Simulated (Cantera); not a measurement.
# Thermodynamics of carbothermic reduction, feed MgO + C + CO

Feed: 1 mol MgO, 5.7 mol C, 1.3 mol CO, at 2.90 mbar.

These are equilibrium values from Cantera (NASA tables, ideal gas, pure condensed phases), not measurements of a reactor. Candidate condensed phases: C, Mg, MgCO₃, MgO; 15 gas species. The numbers say what is thermodynamically allowed, not how fast it happens.

From 1223 K to 1523 K the condensed part is C(graphite) + MgO(s). From 1598 K to 2123 K the condensed part is C(graphite). The main Mg-bearing gas is Mg throughout.

```tsv
T (K)	x CO	x Mg	x CO₂	x C₃	x C	x Mg₂	x C₂	n C(graphite)	n MgO(s)
1223	1.000	8.59e-7	3.99e-5	<1e-12	<1e-12	<1e-12	<1e-12	5.70	1.000
1298	1.000	2.98e-5	1.54e-5	<1e-12	<1e-12	<1e-12	<1e-12	5.70	1.000
1373	0.999	0.000697	6.58e-6	<1e-12	<1e-12	<1e-12	<1e-12	5.70	0.999
1448	0.988	0.0118	3.03e-6	<1e-12	<1e-12	1.15e-10	<1e-12	5.68	0.984
1523	0.821	0.179	1.06e-6	<1e-12	<1e-12	2.34e-8	<1e-12	5.34	0.637
1598	0.697	0.303	4.16e-7	<1e-12	<1e-12	5.94e-8	<1e-12	4.70	0
1673	0.697	0.303	2.40e-7	<1e-12	2.29e-12	5.30e-8	<1e-12	4.70	0
1748	0.697	0.303	1.45e-7	7.68e-12	2.09e-11	4.75e-8	<1e-12	4.70	0
1823	0.697	0.303	9.18e-8	7.91e-11	1.60e-10	4.27e-8	6.53e-12	4.70	0
1898	0.697	0.303	6.03e-8	6.74e-10	1.04e-9	3.86e-8	5.62e-11	4.70	0
1973	0.697	0.303	4.11e-8	4.87e-9	5.82e-9	3.50e-8	4.10e-10	4.70	0
2048	0.697	0.303	2.88e-8	3.03e-8	2.88e-8	3.19e-8	2.58e-9	4.70	0
2123	0.697	0.303	2.08e-8	1.65e-7	1.27e-7	2.91e-8	1.42e-8	4.70	0
```
x: gas mole fraction; n: condensed amount in mol.
